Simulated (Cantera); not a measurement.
Charge: 1 mol Si2Cl6, a varied amount of N2, 12 mol H2, equilibrated at 1073 K and 0.00133 bar.

Equilibrium computed with Cantera from the NASA thermochemical tables; the gas is ideal and each condensed phase is pure. Candidate condensed phases: NH4Cl, Si, Si3N4; 28 gas species. The feed counts by its element totals alone. N2 is the only nitrogen source here; it is nearly inert below about 1500 K, so the nitride shown seldom forms there in practice. Equilibrium is a limit: real reactors are often held back by kinetics, nucleation or transport.

What share of the Si ends up in condensed phases as a function of n(N2) (mol), at 0.81, 1.3, 2.1, 3.4, 5.4, 8.7, 14, 23, 36, 58?


```json
[
 {"n(N2) (mol)": "0.81", "Si condensed (%)": "60.7", "as": "Si3N4(s)"},
 {"n(N2) (mol)": "1.3", "Si condensed (%)": "86.7", "as": "Si3N4(s)"},
 {"n(N2) (mol)": "2.1", "Si condensed (%)": "93.6", "as": "Si3N4(s)"},
 {"n(N2) (mol)": "3.4", "Si condensed (%)": "96.0", "as": "Si3N4(s)"},
 {"n(N2) (mol)": "5.4", "Si condensed (%)": "97.3", "as": "Si3N4(s)"},
 {"n(N2) (mol)": "8.7", "Si condensed (%)": "98.2", "as": "Si3N4(s)"},
 {"n(N2) (mol)": "14", "Si condensed (%)": "98.8", "as": "Si3N4(s)"},
 {"n(N2) (mol)": "23", "Si condensed (%)": "99.2", "as": "Si3N4(s)"},
 {"n(N2) (mol)": "36", "Si condensed (%)": "99.4", "as": "Si3N4(s)"},
 {"n(N2) (mol)": "58", "Si condensed (%)": "99.6", "as": "Si3N4(s)"}
]
```
